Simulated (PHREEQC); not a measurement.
PHREEQC input (ion-association model, phreeqc.dat):

```
SOLUTION_MASTER_SPECIES
  Amm  AmmH+  0  AmmH  17.031  # ammonia with no redox link, constants of NH4+
SOLUTION_SPECIES
  AmmH+ = AmmH+
    -log_k 0
    -gamma 2.5 0
    -dw 1.98e-9
  AmmH+ = Amm + H+
    -log_k -9.252
    -delta_h 12.48 kcal
    -analytic 0.6322 -0.001225 -2835.76
    -dw 2.28e-9
  AmmH+ + SO4-2 = AmmHSO4-
    -log_k 1.11
PHASES
  Amm(g)
    Amm = Amm
    -log_k 1.7966
    -analytic -18.758 3.3670e-4 2.5113e3 4.8619 39.192
    -T_c 405.6
    -P_c 111.3
    -Omega 0.25
EXCHANGE_SPECIES
  AmmH+ + X- = AmmHX
    -log_k 0.6
    -gamma 2.5 0
    -delta_h -2.4
SOLUTION 0
  temp 25
  units mmol/kgw
  pH 7 charge
  Cl 47.01
  Amm 47
  S(6) 34.2
  Mg 4.2
  Na 60
  O(0) 1 O2(g) -0.68
SOLUTION 1-30
  temp 25
  units mmol/kgw
  pH 7 charge
  S(6) 2
  Na 4
  Cl 19.01
  Li 19
  O(0) 1 O2(g) -0.68
END
EXCHANGE 1-30
  X 0.044
  -equilibrate 1
END
SELECTED_OUTPUT 1
  -reset false
  -pH true
  -pe true
  -ionic_strength true
  -water true
  -step true
  -totals Amm Cl Li Mg Na S S(-2) S(6)
  -molalities NaX MgX2 LiX AmmHX
  -saturation_indices Halite
PRINT
  -reset false
TRANSPORT
  -cells 30
  -shifts 90
  -lengths 0.0333333
  -time_step 300
  -dispersivities 0.08
  -boundary_conditions flux flux
  -correct_disp true
  -punch_cells 30
  -punch_frequency 3
END
# ... the last block is repeated for the other 30 points of pore volumes
```

Selected output (columns that matter, 24 of 31 rows; pore volumes added in front):

```
pore volumes	pH	mu	Amm	Cl	Li	Mg	Na	S	m_NaX	m_MgX2	m_LiX	si_Halite
0	5.0979	0.024792	0	0.01901	0.019	0	0.004	0.002	0.0088828	0	0.035117	-5.8227
0.1167	5.0979	0.024792	0	0.01901	0.019	0	0.004	0.002	0.0088828	0	0.035117	-5.8227
0.3167	5.0989	0.024967	2.2242e-21	0.01905	0.01911	0	0.0040233	0.0020466	0.0088828	0	0.035117	-5.8197
0.4167	5.1085	0.026666	2.4392e-16	0.019446	0.020187	0	0.0042506	0.0025011	0.008883	0	0.035117	-5.7909
0.5167	5.1362	0.032039	2.0487e-12	0.020701	0.0236	0	0.0049792	0.0039441	0.0088947	0	0.035105	-5.7067
0.7167	5.2224	0.054428	3.0011e-07	0.026003	0.036982	3.8684e-20	0.0090944	0.010042	0.010022	1.5219e-18	0.033977	-5.3834
0.8167	5.2619	0.068323	1.0247e-05	0.029348	0.043243	2.0518e-15	0.013863	0.013889	0.012205	4.9023e-14	0.03176	-5.1655
0.9167	5.2935	0.081788	0.00012252	0.032629	0.046733	8.6247e-12	0.021086	0.017662	0.015321	1.3545e-10	0.02834	-4.9519
1.0167	5.3161	0.093805	0.00071664	0.035598	0.046944	4.797e-09	0.030081	0.021077	0.018384	5.2009e-08	0.023955	-4.7712
1.2167	5.3282	0.11184	0.0063398	0.040226	0.038962	1.4487e-05	0.047684	0.026399	0.020083	7.2625e-05	0.013709	-4.533
1.3167	5.3196	0.11784	0.011938	0.04189	0.032554	0.00013082	0.05375	0.028312	0.018421	0.00043179	0.0093213	-4.4678
1.4167	5.3073	0.12216	0.018242	0.043186	0.026035	0.00050322	0.057498	0.029803	0.016237	0.0011254	0.0061431	-4.4283
1.6167	5.2855	0.12738	0.02902	0.044928	0.015463	0.0017713	0.060503	0.031805	0.013053	0.0023145	0.0027875	-4.3923
1.7167	5.2778	0.12893	0.032979	0.045487	0.011711	0.0023677	0.060951	0.032449	0.012126	0.0026338	0.0019468	-4.3846
1.8167	5.2717	0.13004	0.036104	0.045902	0.0088205	0.0028542	0.06111	0.032926	0.011474	0.002831	0.0013839	-4.3802
2.0167	5.2636	0.13141	0.040452	0.046429	0.004958	0.0035143	0.061046	0.033532	0.010665	0.0030226	0.00072379	-4.3765
2.1167	5.2608	0.13182	0.041927	0.046591	0.0037069	0.003723	0.060939	0.033719	0.010412	0.0030644	0.00052922	-4.3759
2.2167	5.2587	0.13211	0.043069	0.046709	0.0027682	0.0038746	0.06082	0.033854	0.010222	0.0030875	0.00038877	-4.3758
2.3167	5.2571	0.13231	0.043953	0.046794	0.0020655	0.0039834	0.060702	0.033952	0.010079	0.0030988	0.00028656	-4.376
2.5167	5.2549	0.13256	0.045164	0.046899	0.0011478	0.0041145	0.060494	0.034073	0.0098867	0.0031025	0.00015675	-4.3766
2.6167	5.2541	0.13263	0.045572	0.046931	0.00085515	0.0041517	0.060408	0.034109	0.0098229	0.0030996	0.00011619	-4.377
2.7167	5.2536	0.13268	0.045888	0.046953	0.00063691	0.0041769	0.060334	0.034135	0.0097738	0.0030952	8.6212e-05	-4.3773
2.9167	5.2528	0.13274	0.046323	0.046981	0.00035308	0.0042042	0.06022	0.034167	0.009707	0.0030851	4.7557e-05	-4.3779
3.0167	5.2525	0.13276	0.046471	0.046989	0.00026283	0.0042107	0.060177	0.034176	0.0096846	0.0030802	3.5344e-05	-4.3782
```

Species that the database lacks are ignored.
